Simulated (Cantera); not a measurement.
Charge: 1 mol Al₂O₃, 0.015 mol N₂, held at 2473.15 K and 1 atm.

Method: chemical equilibrium by Gibbs-energy minimisation in Cantera with the NASA 1993 tables (ideal gas, pure condensed phases). Candidate condensed phases: Al, AlN, Al₂O₃; 16 gas species. The numbers say what is thermodynamically allowed, not how fast it happens.

Base state: N₂ 1.000, NO 1.88e-5, Al 1.18e-5 (mole fractions); condensed: Al₂O₃(l).

Problem. What changes in the equilibrium state with this change: 0.0021 mol O₂ added?

Solution. 
| species | before | after |
|---|---|---|
| N₂ | 1.000 | 0.867 |
| O₂ | 1.21e-7 | 0.112 |
| NO | 1.88e-5 | 0.0168 |
| Al | 1.18e-5 | <1e-9 |
| NO₂ | <1e-9 | 1.14e-5 |
| O | 4.39e-6 | 0.00422 |
| Al₂O₃(l), mol | 1.00 | 1.00 |

Problem. What changes in the equilibrium state with this change: Al₂O₃ replaced by Si₃N₄?

Solution. 
```csv
species,before,after
N₂,1.000,0.995
Si,0,0.00382
SiN,0,0.000403
Al,1.18e-5,0
Si₂N,0,0.000364
Si₂,0,9.81e-5
"Al₂O₃(l), mol",1.00,0
"Si(l), mol",0,2.99
```
The tables' values for SiN are old estimates; treat these amounts as uncertain. Further candidate phases: Si, Si₃N₄.

Problem. What changes in the equilibrium state with this change: 0.0006 mol Cl₂ added?

Solution. 
```tsv
species	before	after
N₂	1.000	0.927
Cl	0	0.0678
AlCl₃	0	0.00140
AlOCl	0	0.000482
Cl₂	0	0.000454
AlCl₂	0	0.000382
AlCl	0	9.43e-5
Al₂O₃(l), mol	1.00	1.000
```
The tables' values for AlCl₂ are old estimates; treat these amounts as uncertain. Further candidate phases: AlCl₃.
